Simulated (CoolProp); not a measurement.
Aqueous potassium carbonate as a coolant, at 4 °C, 1 atm.

Computed with CoolProp (Melinder's fits for secondary coolants).

```json
[
 {"mass %": "5.5", "freezing point (°C)": "-1.8", "conductivity (W/(m K))": "0.566", "Prandtl number": "11.8", "viscosity (mPa s)": "1.73", "cp (kJ/(kg K))": "…"},
 {"mass %": "9.4", "freezing point (°C)": "-3.4", "conductivity (W/(m K))": "0.563", "Prandtl number": "12.3", "viscosity (mPa s)": "1.88", "cp (kJ/(kg K))": "3.691"},
 {"mass %": "13.2", "freezing point (°C)": "-5.0", "conductivity (W/(m K))": "0.559", "Prandtl number": "13.0", "viscosity (mPa s)": "2.05", "cp (kJ/(kg K))": "3.542"},
 {"mass %": "17.1", "freezing point (°C)": "-7.0", "conductivity (W/(m K))": "0.555", "Prandtl number": "14.0", "viscosity (mPa s)": "2.28", "cp (kJ/(kg K))": "3.394"},
 {"mass %": "21", "freezing point (°C)": "-9.5", "conductivity (W/(m K))": "…", "Prandtl number": "15.2", "viscosity (mPa s)": "2.58", "cp (kJ/(kg K))": "3.247"},
 {"mass %": "24.9", "freezing point (°C)": "-12.7", "conductivity (W/(m K))": "0.548", "Prandtl number": "17.0", "viscosity (mPa s)": "2.99", "cp (kJ/(kg K))": "…"},
 {"mass %": "28.8", "freezing point (°C)": "-17.0", "conductivity (W/(m K))": "0.544", "Prandtl number": "…", "viscosity (mPa s)": "3.56", "cp (kJ/(kg K))": "…"}
]
```

What belongs in the gaps?


- 5.5, cp (kJ/(kg K)): 3.864
- 21, conductivity (W/(m K)): 0.551
- 24.9, cp (kJ/(kg K)): 3.103
- 28.8, Prandtl number: 19.5
- 28.8, cp (kJ/(kg K)): 2.970
